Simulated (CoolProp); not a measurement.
Acetone along the isotherm 301 K: fugacity coefficient from the reference equation and from simpler models built on Tc = 508.1 K, pc = 4.692 MPa, ω = 0.307; each cubic takes its own stable root.

Computed with CoolProp (reference Helmholtz-energy equation of state, Lemmon 2006). It is a short technical equation, of lower accuracy than the large ones.

| p (MPa) | phase | reference | Soave-Redlich-Kwong | Peng-Robinson |
|---|---|---|---|---|
| 0.978 | liquid | 0.03552 | 0.03488 | 0.03570 |
| 1.96 | liquid | 0.01825 | 0.01806 | 0.01841 |
| 2.93 | liquid | 0.01256 | 0.01254 | 0.01272 |
| 3.91 | liquid | 0.009689 | ? | ? |
| 4.89 | liquid | 0.007975 | 0.008088 | 0.008141 |
| 5.87 | liquid | 0.006838 | 0.006991 | 0.007007 |
| 6.84 | liquid | 0.006039 | 0.006222 | ? |
| 7.82 | liquid | 0.005436 | 0.005647 | 0.005614 |
| 8.8 | liquid | 0.004972 | 0.005206 | 0.005154 |
| 9.78 | liquid | 0.004605 | ? | 0.004791 |
| 10.8 | liquid | 0.004296 | 0.004571 | 0.004489 |
| 11.7 | liquid | 0.004072 | 0.004364 | 0.004269 |

### Question
Complete the blanks.

### Answer

- 3.91, Soave-Redlich-Kwong: 0.009748
- 3.91, Peng-Robinson: 0.009852
- 6.84, Peng-Robinson: 0.006212
- 9.78, Soave-Redlich-Kwong: 0.004859
